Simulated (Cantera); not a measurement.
Feed: 1 mol TEOS, a varied amount of O₂, 1.9 mol H₂O, at 1850 °C and 53.0 Pa.

Method: chemical equilibrium by Gibbs-energy minimisation in Cantera with the NASA 1993 tables (ideal gas, pure condensed phases). Candidate condensed phases: C, C₆H₆, C₇H₈, C₈H₁₈, H₂O, Si, SiC, SiO₂; 123 gas species. The feed counts by its element totals alone. Kinetics and transport are ignored.

Question: At 0.38 mol O₂, list the 5 most abundant gas species with their mole fractions, and the condensed phases.

Answer: H₂ 0.528, CO 0.324, H 0.113, Si 0.0270, SiO 0.00394. Condensed: C(graphite) + SiC(s).
